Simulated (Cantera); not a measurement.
# Si₃H₈ + N₂ + Cl₂ (silicon epitaxy and polysilicon growth)

Feed: 1 mol Si₃H₈, a varied amount of N₂, 0.64 mol Cl₂, at 1823 K and 74000 Pa.

Equilibrium computed with Cantera from the NASA thermochemical tables; the gas is ideal and each condensed phase is pure. Candidate condensed phases: NH₄Cl, Si, Si₃N₄; 28 gas species. The feed counts by its element totals alone. The tables' values for SiCl₃ are old estimates; treat these amounts as uncertain. Kinetics and transport are ignored.

From 30 mol N₂ to 270 mol N₂ the condensed part is Si₃N₄(s). The main Si-bearing gas is SiCl₂ throughout.

```
n(N₂) (mol)   x N₂    x H₂    x HCl   x SiCl₂  n Si₃N₄(s)
-----------  -----  ------  -------  --------  ----------
30           0.858   0.105   0.0339   0.00242       0.972
40           0.891  0.0806   0.0261   0.00182       0.973
53           0.917  0.0617   0.0200   0.00138       0.973
69           0.935  0.0479   0.0156   0.00106       0.974
91           0.950  0.0367   0.0120  0.000806       0.974
120          0.962  0.0280  0.00914  0.000612       0.974
160          0.971  0.0211  0.00690  0.000460       0.974
210          0.978  0.0161  0.00528  0.000351       0.975
270          0.983  0.0126  0.00412  0.000273       0.975
```
x: gas mole fraction; n: condensed amount in mol.
